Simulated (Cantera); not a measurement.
Catalytic combustion on Pt

An isothermal plug-flow reactor at 1000 K and 5.00 bar (inlet), inlet velocity 1.7 m/s, active area per volume 1700 1/m; feed 1.06 % H2, 9.25 % O2, 89.1 % N2, 0.587 % H2O, equivalence ratio 0.057.

Cantera simulation using Deutschmann's 1995 Pt surface mechanism with GRI-Mech 3.0 gas chemistry; the numbers are that mechanism's predictions, not measurements. Catalytic surfaces can have several steady states; this one follows from the mechanism file's or the stated starting coverage. Mass transfer to the wall is taken as infinitely fast.

```tsv
z (m)	x H2	x O2	x H2O	θ free Pt	θ O*	θ OH*
0.00019	0.00276	0.0889	0.0138	0.152	0.843	0.00445
0.0004	0.000879	0.0881	0.0157	0.136	0.860	0.00437
0.00086	8.64e-5	0.0877	0.0165	0.130	0.866	0.00433
0.0019	5.02e-7	0.0877	0.0166	0.129	0.867	0.00433
0.004	6.07e-11	0.0877	0.0166	0.129	0.867	0.00433
0.0086	4.49e-11	0.0877	0.0166	0.129	0.867	0.00433
0.019	4.46e-11	0.0877	0.0166	0.129	0.867	0.00433
```
x: gas mole fraction; θ: surface coverage.
